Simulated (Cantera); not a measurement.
A closed system holds: 1 mol Si, a varied amount of HCl, at 748.15 K and 0.390 bar.

Method: chemical equilibrium by Gibbs-energy minimisation in Cantera with the NASA 1993 tables (ideal gas, pure condensed phases). Candidate condensed phases: Si; 19 gas species. The tables' values for SiCl3 are old estimates; treat these amounts as uncertain. The numbers say what is thermodynamically allowed, not how fast it happens.

x: gas mole fraction; n: condensed amount in mol.

```csv
n(HCl) (mol),x HCl,x H2,x SiCl4,x SiHCl3,n Si(s)
1.1,0.000887,0.636,0.275,0.0867,0.707
3,0.000887,0.636,0.275,0.0867,0.201
4.9,…,…,0.256,…,0
6.8,0.483,0.345,0.172,5.42e-5,0
8.7,0.610,0.260,0.130,2.43e-5,0
11,0.700,…,…,…,0
12,0.727,0.182,0.0909,1.00e-5,0
14,0.769,0.154,0.0769,6.77e-6,0
16,0.800,0.133,0.0667,4.89e-6,0
```

**Question.** Complete the blanks.

**Answer.** 
- 11, x H2: 0.200
- 11, x SiCl4: 0.1000
- 11, x SiHCl3: 1.26e-5
- 4.9, x HCl: 0.231
- 4.9, x H2: 0.513
- 4.9, x SiHCl3: 0.000250
